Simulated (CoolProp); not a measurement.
Vapour-liquid equilibrium of CHF3 (R23) (1) + R227EA (2) at 259.6 K; x and y are mole fractions of (1).

Computed with CoolProp (multi-fluid Helmholtz-energy mixture model, Penoncello 2003 and Lemmon 2016; pair parameters Bell 2016).

```tsv
x	bubble pressure, mixture model (MPa)	bubble pressure, Raoult's law (MPa)	y, mixture model	y, Raoult's law
0.05	0.1849	0.1934	0.395	0.439
0.125	0.2985	0.3122	0.640	0.680
0.2	0.4171	0.4310	0.754	0.788
0.275	0.5373	0.5499	0.819	0.850
0.35	0.6565	0.6687	0.860	0.889
0.425	0.7732	0.7876	0.888	0.917
0.5	0.8872	0.9064	0.910	0.937
0.575	0.9990	1.025	0.927	0.953
0.65	1.110	1.144	0.941	0.965
0.725	1.223	1.263	0.954	0.975
0.8	1.340	1.382	0.967	0.983
0.875	1.465	1.501	0.979	0.990
0.95	1.601	1.619	0.991	0.996
```

The largest gap from Raoult's law is -4.4 % in bubble pressure, at x = 0.125. No azeotrope shows between x = 0.05 and 0.95.

Pair parameters are fitted to limited data, so mixtures are less certain than the pure fluids.
